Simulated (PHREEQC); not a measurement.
0.013 g of hydrous ferric oxide (600 m²/g; 0.2 weak and 0.005 strong sites per Fe, Dzombak-Morel constants, diffuse double layer) in 1 kg of water with 0.001 mol/kgw of an inert sodium salt and 0.0005 mmol/kgw ZnSO4, at 25 °C; the pH is set by adding NaOH or the inert anion's acid. Oxygen is held at 0.21 atm. The system is closed to CO2. No solid was allowed to form.

Equilibrium calculation in PHREEQC: ion-association model, wateq4f.dat.

| pH | S sorbed (%) | Zn sorbed (%) | surface charge σ (C/m²) | surface potential ψ (mV) |
|---|---|---|---|---|
| 4 | 99.9 | 0.0 | 0.112 | 208 |
| 4.38 | 99.8 | 0.0 | 0.082 | 194 |
| 4.75 | 99.2 | 0.0 | 0.060 | 178 |
| 5.12 | 97.2 | 0.1 | 0.043 | 161 |
| 5.5 | 89.3 | 0.6 | 0.030 | 142 |
| 5.88 | 65.9 | 2.9 | 0.020 | 124 |
| 6.25 | 31.3 | 12.0 | 0.014 | 105 |
| 6.62 | 9.2 | 36.2 | 0.009 | 86 |
| 7 | 2.0 | 69.2 | 0.006 | 65 |
| 7.38 | 0.4 | 90.6 | 0.004 | 44 |
| 7.75 | 0.1 | 97.8 | 0.002 | 23 |
| 8.12 | 0.0 | 99.5 | 0.000 | 1 |
| 8.5 | 0.0 | 99.8 | -0.002 | -21 |
| 8.88 | 0.0 | 99.9 | -0.003 | -43 |
| 9.25 | 0.0 | 99.9 | -0.006 | -64 |
| 9.62 | 0.0 | 99.9 | -0.009 | -85 |
| 10 | 0.0 | 99.9 | -0.015 | -105 |

Complexes and solids missing from the database can't appear.
